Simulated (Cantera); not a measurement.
A Cantera script and what it prints.

```python
import numpy as np
import cantera as ct

gas_names = """
    AL ALCL ALCL2 ALCL3 ALH ALN AL2 AL2CL6 CL CL2 H HCL H2 N NH NH2 NH3 N2 N2H2 N2H4
""".split()
cond_names = """
    AL(cr) AL(L) ALCL3(s) ALCL3(L) ALN(s) NH4CL(a) NH4CL(b)
""".split()


# ... load() reads the species with a 1 bar reference pressure and builds the phases ...
atoms = {
    'AlCl3': {'AL': 1, 'CL': 3},
    'HCl': {'H': 1, 'CL': 1},
    'N2': {'N': 2},
}
top_T = {'ALN(s)': 2750}  # K; cautious upper limits of use, not melting points


# ... equilibrate(T, P, feed) seeds the gas with the atoms and calls Mixture.equilibrate('TP', solver="vcs", rtol=1e-11, max_steps=5000) ...
results = []
feed = {'AlCl3': 1, 'HCl': 0.54, 'N2': 1.7}  # mol
P = 48000  # Pa
for T in [1073, 1123, 1173, 1223, 1273, 1323, 1373, 1423, 1473, 1523, 1573, 1623, 1673]:
    mix = equilibrate(T, P, feed)
    results.append((T, P, feed, dict(zip(mix.species_names, mix.species_moles))))

top = {s: max(r[3][s] / sum(r[3][g] for g in gas_names) for r in results) for s in gas_names}
cols = sorted((s for s in top if top[s] > 0.001), key=lambda s: -top[s])[:8]
seen = [c for c in cond_names if any(r[3].get(c, 0) > 1e-12 for r in results)]
print("log10 of partial pressures in bar; condensed amounts in mol")
print(f"{'T/K':>10s}" + "".join(f"{s[:9]:>10s}" for s in cols + seen))
for T, P, feed, n in results:
    ng = sum(n[g] for g in gas_names)
    print(f"{T:10.4g}" + "".join(f"{np.log10(max(n[s] / ng * P / 1e5, 1e-99)):10.3f}" for s in cols)
          + "".join(f"{n.get(c, 0):10.4g}" for c in seen))
```

It prints:

```
log10 of partial pressures in bar; condensed amounts in mol
       T/K        N2     ALCL3       HCL    AL2CL6        CL
      1073    -0.598    -0.833    -1.096    -3.076    -6.033
      1123    -0.598    -0.832    -1.096    -3.318    -5.681
      1173    -0.599    -0.831    -1.097    -3.540    -5.363
      1223    -0.599    -0.830    -1.097    -3.742    -5.075
      1273    -0.599    -0.830    -1.097    -3.928    -4.812
      1323    -0.599    -0.830    -1.097    -4.098    -4.571
      1373    -0.599    -0.830    -1.097    -4.255    -4.347
      1423    -0.599    -0.830    -1.097    -4.400    -4.139
      1473    -0.599    -0.830    -1.098    -4.534    -3.943
      1523    -0.599    -0.830    -1.098    -4.659    -3.758
      1573    -0.599    -0.830    -1.098    -4.774    -3.581
      1623    -0.599    -0.830    -1.099    -4.883    -3.412
      1673    -0.599    -0.831    -1.099    -4.984    -3.248
```

Equilibrium computed with Cantera from the NASA thermochemical tables; the gas is ideal and each condensed phase is pure. The tables' values for AlCl2 are old estimates; treat these amounts as uncertain.
